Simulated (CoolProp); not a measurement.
A Linde-Hampson liquefier for CF4 (R14): isothermal reversible compression at 280 K from 1 atm to 25 MPa, throttling to 1 atm, return gas leaving the recuperator 2 K below the feed. Each further row changes one setting.

Values from CoolProp's reference Helmholtz-energy equation of state, Platzer 1990. This equation is an older, rougher fit; its heat capacities, sound speeds and derivatives of the liquid may be far off and weren't checked against measurements.

```
case                        liquid yield per pass  compression work (kJ/kg of gas)
--------------------------  ---------------------  -------------------------------
as stated                                   0.337                              126
high pressure 50 MPa                        0.329                              148
warm-end temperature 310 K                  0.259                              147
warm-end gap 7 K                            0.326                              126
```
